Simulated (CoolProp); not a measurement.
Isobutene at several states: Z from the reference equation and from simpler models built on Tc = 418.1 K, pc = 4016 kPa, ω = 0.193; each cubic takes its own stable root.

Model: reference Helmholtz-energy equation of state, Lemmon 2005, in CoolProp. It is a short technical equation, of lower accuracy than the large ones.

| T (K) | p (kPa) | phase | reference | van der Waals | Redlich-Kwong | Soave-Redlich-Kwong | Peng-Robinson |
|---|---|---|---|---|---|---|---|
| 216.1 | 90.1 | liquid | ___ | 0.9691 | ___ | ___ | ___ |
| 419.7 | 17200 | supercritical | 0.5801 | 0.7930 | ___ | ___ | 0.5617 |
| 190.7 | 18100 | liquid | ___ | 1.415 | 0.9707 | 0.9640 | 0.8603 |
| 319 | 52.9 | gas | 0.9887 | 0.9926 | 0.9903 | 0.9897 | 0.9891 |

Complete the blanks.


- 216.1, reference: 0.004133
- 216.1, Redlich-Kwong: 0.004506
- 216.1, Soave-Redlich-Kwong: 0.004445
- 216.1, Peng-Robinson: 0.003948
- 419.7, Redlich-Kwong: 0.6249
- 419.7, Soave-Redlich-Kwong: 0.6253
- 190.7, reference: 0.8921

At some of these states van der Waals gives the other phase, because its saturation line lies elsewhere.
